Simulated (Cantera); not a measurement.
A perfectly stirred reactor is fed with NH₃ : H₂ = 1 : 3.1 (molar parts), at 1.00 bar; it is held at 1925 K, and followed from long to short residence time.

Detailed kinetics in Cantera: the gas-phase N/H chemistry of the illustrative SiF4/NH3 mechanism in the Surface Chemkin manual (1991). Walls and surfaces, which speed up NH3 decomposition in real reactors, are not modelled.

Q: What does this change do: pressure from 1.00 bar to 0.0110 bar?

A: 
```tsv
quantity	before	after
x(NH₃) at τ = 6.20 s	0.0119	0.0989
x(H₂) at τ = 6.20 s	0.894	0.842
x(N₂H₂) at τ = 6.20 s	8.69e-9	5.23e-7
x(N₂H₄) at τ = 6.20 s	8.16e-10	5.52e-10
x(NH₂) at τ = 6.20 s	3.06e-5	0.000240
x(NH₃) at τ = 46.0 ms	0.174	0.242
x(H₂) at τ = 46.0 ms	0.797	0.757
x(N₂H₂) at τ = 46.0 ms	4.35e-7	7.98e-7
x(N₂H₄) at τ = 46.0 ms	5.44e-8	1.09e-9
x(NH₂) at τ = 46.0 ms	0.000250	0.000337
```
